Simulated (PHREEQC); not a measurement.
1 kg of water holding 0.021 mol/kgw KHCO3, 0.0022 mol/kgw K2SO4 and 0.0035 mol/kgw KCl is evaporated at 25 °C; the solids stay in contact with the brine. CO2 is held at log p = -3.4 (atm). Only these solids could form: Arcanite, Kalicinite, Misenite, Sylvite.

Equilibrium calculation in PHREEQC: Pitzer model, pitzer.dat.

| water left (kg) | ionic strength | water activity | Arcanite (mol) |
|---|---|---|---|
| 1 | 0.0337 | 0.999 | 0 |
| 0.6756 | 0.0510 | 0.999 | 0 |
| 0.5553 | 0.0627 | 0.998 | 0 |
| 0.4564 | 0.0772 | 0.998 | 0 |
| 0.3083 | 0.117 | 0.997 | 0 |
| 0.2083 | 0.177 | 0.996 | 0 |
| 0.1712 | 0.217 | 0.996 | 0 |
| 0.1408 | 0.267 | 0.995 | 0 |
| 0.09514 | 0.402 | 0.992 | 0 |
| 0.06431 | 0.604 | 0.989 | 0 |
| 0.05289 | 0.739 | 0.987 | 0 |
| 0.04349 | 0.904 | 0.984 | 0 |
| 0.02945 | 1.35 | 0.977 | 0 |
| 0.01994 | 2.01 | 0.967 | 0 |
| 0.01643 | 2.44 | 0.960 | 0 |
| 0.01353 | 2.98 | 0.951 | 0 |
| 0.009194 | 4.19 | 0.930 | 0.000652 |
| 0.00626 | 5.73 | 0.898 | 0.00157 |
| 0.00518 | 6.79 | 0.875 | 0.00182 |

Arcanite from water left = 0.009194 kg (pH 10.32).

Species that the database lacks are ignored.
